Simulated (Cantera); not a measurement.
Charge: 1 mol SiCl4, 51 mol N2, a varied amount of NH3, held at 902 °C and 44000 Pa.

Method: chemical equilibrium by Gibbs-energy minimisation in Cantera with the NASA 1993 tables (ideal gas, pure condensed phases). Candidate condensed phases: NH4Cl, Si, Si3N4; 28 gas species. The tables' values for SiCl3 are old estimates; treat these amounts as uncertain. Rates play no part.

log p: log10 of the partial pressure in bar; n: condensed amount in mol.

```json
[
 {"n(NH3) (mol)": "1.4", "log p N2": "-0.39", "log p H2": "-2.25", "log p HCl": "-1.65", "log p SiCl4": "-2.62", "n Si3N4(s)": "0.232"},
 {"n(NH3) (mol)": "2", "log p N2": "-0.40", "log p H2": "-1.98", "log p HCl": "-1.58", "log p SiCl4": "-2.89", "n Si3N4(s)": "0.277"},
 {"n(NH3) (mol)": "2.6", "log p N2": "-0.40", "log p H2": "-1.80", "log p HCl": "-1.56", "log p SiCl4": "-3.15", "n Si3N4(s)": "0.301"},
 {"n(NH3) (mol)": "3.3", "log p N2": "-0.41", "log p H2": "-1.64", "log p HCl": "-1.55", "log p SiCl4": "-3.41", "n Si3N4(s)": "0.315"},
 {"n(NH3) (mol)": "3.9", "log p N2": "-0.42", "log p H2": "(withheld)", "log p HCl": "-1.55", "log p SiCl4": "(withheld)", "n Si3N4(s)": "0.322"},
 {"n(NH3) (mol)": "4.5", "log p N2": "-0.42", "log p H2": "-1.46", "log p HCl": "-1.55", "log p SiCl4": "-3.78", "n Si3N4(s)": "0.325"},
 {"n(NH3) (mol)": "5.2", "log p N2": "-0.43", "log p H2": "-1.39", "log p HCl": "-1.56", "log p SiCl4": "-3.95", "n Si3N4(s)": "0.328"},
 {"n(NH3) (mol)": "5.8", "log p N2": "-0.44", "log p H2": "-1.33", "log p HCl": "-1.57", "log p SiCl4": "-4.08", "n Si3N4(s)": "0.329"},
 {"n(NH3) (mol)": "6.5", "log p N2": "-0.44", "log p H2": "-1.28", "log p HCl": "-1.57", "log p SiCl4": "(withheld)", "n Si3N4(s)": "0.330"},
 {"n(NH3) (mol)": "7.1", "log p N2": "-0.45", "log p H2": "-1.24", "log p HCl": "-1.58", "log p SiCl4": "-4.32", "n Si3N4(s)": "0.331"},
 {"n(NH3) (mol)": "7.7", "log p N2": "-0.45", "log p H2": "-1.21", "log p HCl": "-1.59", "log p SiCl4": "-4.41", "n Si3N4(s)": "0.331"}
]
```

Problem. What belongs in the gaps?

Solution. 
- 6.5, log p SiCl4: -4.21
- 3.9, log p H2: -1.54
- 3.9, log p SiCl4: -3.61
